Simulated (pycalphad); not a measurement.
CALPHAD calculation (pycalphad, COST 507 light-alloy database (1999)), 1 atm. These are 1990s assessments: newer ones move some temperatures and phases. Amounts are mole fractions of atoms.

Task: Give the equilibrium state of Sn-85.7Si (at.%) at 950 K.

Result: DIAMOND_A4, fraction 0.857, with >99.99 Si at.%; LIQUID, fraction 0.143, with 0.21 Si at.%.

DIAMOND_A4 is diamond (Si).
